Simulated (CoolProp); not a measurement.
The fluid at 411.78 K and 2.13 MPa expands adiabatically to 0.215 MPa with isentropic efficiency 1. The same conditions are run with several fluids, on thermodynamics alone (safety and materials aside).

Computed with CoolProp (reference Helmholtz-energy equation of state of each fluid (propylene: Lemmon 2013; nitrogen: Span 2000; dimethyl ether: Wu 2011; R227EA: Lemmon 2016; isobutene: Lemmon 2005)).

```json
[
 {"fluid": "propylene", "work (kJ/kg)": "(withheld)", "final temperature (K)": "310.7", "final density (kg/m³)": "3.60"},
 {"fluid": "nitrogen", "work (kJ/kg)": "205", "final temperature (K)": "(withheld)", "final density (kg/m³)": "(withheld)"},
 {"fluid": "dimethyl ether", "work (kJ/kg)": "137", "final temperature (K)": "(withheld)", "final density (kg/m³)": "3.98"},
 {"fluid": "R227EA", "work (kJ/kg)": "38.8", "final temperature (K)": "355.3", "final density (kg/m³)": "(withheld)"},
 {"fluid": "isobutene", "work (kJ/kg)": "111", "final temperature (K)": "330.4", "final density (kg/m³)": "(withheld)"}
]
```

Problem. Some entries are withheld; supply them.

Solution. 
- propylene, work (kJ/kg): 153
- nitrogen, final temperature (K): 213.4
- nitrogen, final density (kg/m³): 3.41
- dimethyl ether, final temperature (K): 309.7
- R227EA, final density (kg/m³): 12.8
- isobutene, final density (kg/m³): 4.58
